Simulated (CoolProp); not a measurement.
R236FA along the isobar 8.61 bar: Z from the reference equation and from simpler models built on Tc = 124.9 °C, pc = 31.91 bar, ω = 0.377; each cubic takes its own stable root.

The numbers come from the reference Helmholtz-energy equation of state, Pan 2012 in CoolProp.

```csv
T (°C),phase,reference
23.55,liquid,0.03880
30.45,liquid,0.03859
37.35,liquid,0.03844
44.25,liquid,0.03836
51.15,liquid,0.03834
57.95,liquid,0.03841
71.75,gas,0.8119
78.65,gas,0.8286
85.55,gas,0.8431
92.45,gas,0.8559
99.35,gas,0.8671
106.15,gas,0.8770
113.05,gas,0.8861
119.95,gas,0.8942
126.85,gas,0.9016
```

Problem. How far does each simpler model (Redlich-Kwong, Soave-Redlich-Kwong, Peng-Robinson) lie from the reference over these 15 states: mean and median of the absolute difference, and the worst?

Solution. 
- Redlich-Kwong: mean 275.3 %, median 3.0 %, worst +2034.6 % at 57.95 °C and 8.61 bar
- Soave-Redlich-Kwong: mean 5.2 %, median 1.4 %, worst +13.4 % at 57.95 °C and 8.61 bar
- Peng-Robinson: mean 0.8 %, median 0.7 %, worst -2.1 % at 23.55 °C and 8.61 bar

At some of these states Redlich-Kwong gives the other phase, because its saturation line lies elsewhere.
